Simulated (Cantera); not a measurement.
A closed system holds: 1 mol AlN, 7.9 mol H2, 31 mol HCl, equilibrated at 1.20 Pa.

Cantera equilibrium calculation (NASA polynomials, part measured and part estimated; ideal gas, pure solids and liquids). Candidate condensed phases: Al, AlCl3, AlN, NH4Cl; 20 gas species. The tables' values for AlCl2 are old estimates; treat these amounts as uncertain. The numbers say what is thermodynamically allowed, not how fast it happens. All values below are at 1475 K.

Base state: HCl 0.728, H2 0.228, N2 0.0127, AlCl3 0.0119, AlCl 0.00976, Cl 0.00462, AlCl2 0.00368, H 0.00179 (mole fractions); condensed: gas only.

What changes in the equilibrium state with this change: pressure from 1.20 Pa to 0.100 bar?


| species | before | after |
|---|---|---|
| HCl | 0.728 | 0.720 |
| H2 | 0.228 | 0.242 |
| AlCl3 | 0.0119 | 0.0256 |
| AlCl | 0.00976 | 2.73e-6 |
| N2 | 0.0127 | 0.0129 |
| Cl | 0.00462 | 4.87e-5 |
| H | 0.00179 | 2.02e-5 |

What changes in the equilibrium state with this change: H2 from 7.9 to 310 mol?


```csv
species,before,after
H2,0.228,0.905
HCl,0.728,0.0872
H,0.00179,0.00356
AlCl3,0.0119,1.25e-5
N2,0.0127,0.00146
AlCl,0.00976,0.00284
AlCl2,0.00368,6.45e-5
Cl,0.00462,0.000278
```
